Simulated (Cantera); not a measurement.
A freely propagating, adiabatic, planar premixed flame of CO : H₂ : O₂ : N₂ : H₂O = 1 : 0.18 : 0.59 : 1.65 : 0.9 (molar parts), equivalence ratio 1.0, unburnt at 575 K and 82.5 Torr; multicomponent+Soret transport, grid criteria slope 0.08 and curve 0.16, no radiation.

Computed with Cantera and GRI-Mech 3.0 (53 species, 325 reactions). Burning velocities carry a grid error of a few per cent, more on coarse grids.

x: mole fraction of selected species; z is measured from the peak of heat release.

```json
[
 {"z (mm)": "-26.9", "T (K)": "575", "u (m/s)": "2.24", "x CO": "0.231", "x H₂": "0.0417", "x O₂": "0.137", "x NO": "<1e-8", "x O": "<1e-8", "x HO₂": "<1e-8"},
 {"z (mm)": "-17.9", "T (K)": "575", "u (m/s)": "2.24", "x CO": "0.231", "x H₂": "0.0417", "x O₂": "0.137", "x NO": "<1e-8", "x O": "<1e-8", "x HO₂": "<1e-8"},
 {"z (mm)": "-13.4", "T (K)": "575", "u (m/s)": "2.24", "x CO": "0.231", "x H₂": "0.0417", "x O₂": "0.137", "x NO": "<1e-8", "x O": "<1e-8", "x HO₂": "<1e-8"},
 {"z (mm)": "-8.95", "T (K)": "575", "u (m/s)": "2.24", "x CO": "0.231", "x H₂": "0.0416", "x O₂": "0.137", "x NO": "<1e-8", "x O": "<1e-8", "x HO₂": "5.14e-8"},
 {"z (mm)": "-4.48", "T (K)": "579", "u (m/s)": "2.25", "x CO": "0.232", "x H₂": "0.0400", "x O₂": "0.137", "x NO": "<1e-8", "x O": "1.83e-6", "x HO₂": "6.17e-5"},
 {"z (mm)": "-2.24", "T (K)": "709", "u (m/s)": "2.74", "x CO": "0.226", "x H₂": "0.0337", "x O₂": "0.133", "x NO": "<1e-8", "x O": "0.000154", "x HO₂": "6.83e-5"},
 {"z (mm)": "0", "T (K)": "1099", "u (m/s)": "4.21", "x CO": "0.187", "x H₂": "0.0192", "x O₂": "0.102", "x NO": "1.85e-7", "x O": "0.00560", "x HO₂": "2.01e-5"},
 {"z (mm)": "2.24", "T (K)": "1398", "u (m/s)": "5.21", "x CO": "0.111", "x H₂": "0.0194", "x O₂": "0.0638", "x NO": "1.21e-6", "x O": "0.0114", "x HO₂": "7.46e-6"},
 {"z (mm)": "4.48", "T (K)": "1542", "u (m/s)": "5.64", "x CO": "0.0743", "x H₂": "0.0237", "x O₂": "0.0499", "x NO": "2.55e-6", "x O": "0.0117", "x HO₂": "4.66e-6"},
 {"z (mm)": "8.95", "T (K)": "1673", "u (m/s)": "6.05", "x CO": "0.0649", "x H₂": "0.0237", "x O₂": "0.0439", "x NO": "4.68e-6", "x O": "0.0102", "x HO₂": "3.37e-6"},
 {"z (mm)": "17.9", "T (K)": "1803", "u (m/s)": "6.46", "x CO": "0.0640", "x H₂": "0.0209", "x O₂": "0.0401", "x NO": "7.52e-6", "x O": "0.00803", "x HO₂": "2.47e-6"},
 {"z (mm)": "35.8", "T (K)": "1930", "u (m/s)": "6.85", "x CO": "0.0600", "x H₂": "0.0174", "x O₂": "0.0354", "x NO": "1.22e-5", "x O": "0.00578", "x HO₂": "1.71e-6"},
 {"z (mm)": "71.6", "T (K)": "2047", "u (m/s)": "7.19", "x CO": "[?]", "x H₂": "[?]", "x O₂": "[?]", "x NO": "[?]", "x O": "[?]", "x HO₂": "[?]"}
]
```

### Question
Fill in the missing entries.

### Answer

- 71.6, x CO: 0.0535
- 71.6, x H₂: 0.0140
- 71.6, x O₂: 0.0303
- 71.6, x NO: 2.34e-5
- 71.6, x O: 0.00390
- 71.6, x HO₂: 1.22e-6
